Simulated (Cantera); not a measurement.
Feed: 1 mol Si2Cl6, 50 mol H2, 0.15 mol HCl, equilibrated at 550 °C and 0.0110 bar.

Method: chemical equilibrium by Gibbs-energy minimisation in Cantera with the NASA 1993 tables (ideal gas, pure condensed phases). Candidate condensed phases: Si; 19 gas species. The feed counts by its element totals alone. The tables' values for SiCl3 are old estimates; treat these amounts as uncertain. Rates play no part.

Base state: H2 0.965, SiCl4 0.0236, SiHCl3 0.00672, HCl 0.00410, SiH2Cl2 0.000161, SiCl3 7.11e-5, SiCl2 1.92e-5 (mole fractions); condensed: Si(s).

Problem. What changes in the equilibrium state with this change: Si2Cl6 replaced by SiHCl3?

Solution. 
```json
[
 {"species": "H2", "before": "0.965", "after": "0.981"},
 {"species": "SiCl4", "before": "0.0236", "after": "0.0114"},
 {"species": "SiHCl3", "before": "0.00672", "after": "0.00393"},
 {"species": "SiCl3", "before": "7.11e-5", "after": "4.13e-5"},
 {"species": "SiCl2", "before": "1.92e-5", "after": "1.34e-5"},
 {"species": "SiH2Cl2", "before": "0.000161", "after": "0.000114"},
 {"species": "HCl", "before": "0.00410", "after": "0.00345"},
 {"species": "Si(s), mol", "before": "0.423", "after": "0.203"}
]
```

Problem. What changes in the equilibrium state with this change: temperature from 550 °C to 1125 °C?

Solution. 
| species | before | after |
|---|---|---|
| H2 | 0.965 | 0.905 |
| HCl | 0.00410 | 0.0754 |
| SiCl2 | 1.92e-5 | 0.0185 |
| SiCl4 | 0.0236 | 0.000140 |
| H | <1e-9 | 4.29e-5 |
| SiHCl3 | 0.00672 | 0.000118 |
| SiCl3 | 7.11e-5 | 0.000778 |
| Si(s), mol | 0.423 | 0.960 |
